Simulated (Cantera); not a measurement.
**Premixed flame**

A freely propagating, adiabatic, planar premixed flame of 11.9 % CH4, 0.808 % CO, 18.5 % O2, 68.8 % N2, equivalence ratio 1.3, unburnt at 523 K and 1.30 bar; mixture-averaged transport, grid criteria slope 0.08 and curve 0.16, no radiation.

Computed with Cantera and GRI-Mech 3.0 (53 species, 325 reactions). Burning velocities carry a grid error of a few per cent, more on coarse grids.

```json
[
 {"z (mm)": "-1.00", "T (K)": "523", "u (m/s)": "0.715", "x CH4": "0.118", "x CO": "0.00807", "x O2": "0.185", "x OH": "<1e-8", "x C2H4": "5.26e-8", "x HCN": "<1e-8"},
 {"z (mm)": "-0.667", "T (K)": "527", "u (m/s)": "0.723", "x CH4": "0.118", "x CO": "0.00810", "x O2": "0.184", "x OH": "<1e-8", "x C2H4": "9.14e-7", "x HCN": "<1e-8"},
 {"z (mm)": "-0.500", "T (K)": "542", "u (m/s)": "0.747", "x CH4": "0.116", "x CO": "0.00838", "x O2": "0.182", "x OH": "1.20e-8", "x C2H4": "6.02e-6", "x HCN": "4.56e-8"},
 {"z (mm)": "-0.334", "T (K)": "646", "u (m/s)": "0.900", "x CH4": "0.108", "x CO": "0.0112", "x O2": "0.174", "x OH": "5.61e-7", "x C2H4": "7.37e-5", "x HCN": "5.56e-7"},
 {"z (mm)": "-0.167", "T (K)": "1122", "u (m/s)": "1.60", "x CH4": "0.0720", "x CO": "0.0296", "x O2": "0.131", "x OH": "2.24e-5", "x C2H4": "0.000699", "x HCN": "5.28e-6"},
 {"z (mm)": "-0.0834", "T (K)": "1532", "u (m/s)": "2.21", "x CH4": "0.0387", "x CO": "0.0508", "x O2": "0.0864", "x OH": "0.000216", "x C2H4": "0.00132", "x HCN": "1.21e-5"},
 {"z (mm)": "0", "T (K)": "1890", "u (m/s)": "2.75", "x CH4": "0.0101", "x CO": "0.0718", "x O2": "0.0394", "x OH": "0.00129", "x C2H4": "0.000776", "x HCN": "2.37e-5"},
 {"z (mm)": "0.0834", "T (K)": "2053", "u (m/s)": "2.99", "x CH4": "0.00117", "x CO": "0.0771", "x O2": "0.0134", "x OH": "0.00320", "x C2H4": "7.15e-5", "x HCN": "3.01e-5"},
 {"z (mm)": "0.167", "T (K)": "2098", "u (m/s)": "3.05", "x CH4": "9.31e-5", "x CO": "0.0730", "x O2": "0.00464", "x OH": "0.00423", "x C2H4": "1.79e-6", "x HCN": "2.25e-5"},
 {"z (mm)": "0.334", "T (K)": "2123", "u (m/s)": "3.07", "x CH4": "7.66e-7", "x CO": "0.0672", "x O2": "0.00141", "x OH": "0.00434", "x C2H4": "<1e-8", "x HCN": "8.77e-6"},
 {"z (mm)": "0.667", "T (K)": "2147", "u (m/s)": "3.10", "x CH4": "<1e-8", "x CO": "0.0653", "x O2": "0.000826", "x OH": "0.00378", "x C2H4": "<1e-8", "x HCN": "1.71e-6"},
 {"z (mm)": "1.33", "T (K)": "2174", "u (m/s)": "3.14", "x CH4": "<1e-8", "x CO": "0.0653", "x O2": "0.000485", "x OH": "0.00298", "x C2H4": "<1e-8", "x HCN": "1.55e-7"},
 {"z (mm)": "2.67", "T (K)": "2198", "u (m/s)": "3.17", "x CH4": "<1e-8", "x CO": "0.0655", "x O2": "0.000228", "x OH": "0.00209", "x C2H4": "<1e-8", "x HCN": "<1e-8"}
]
```
x: mole fraction of selected species; z is measured from the peak of heat release.

| Item | Value |
|---|---|
| laminar burning velocity | 71.3 cm/s |
| thermal thickness | 0.334 mm |
| peak x(OH) | 0.00442 |
| peak x(C2H4) | 0.00136 |
| peak x(HCN) | 3.02e-5 |
| grid points | 154 |
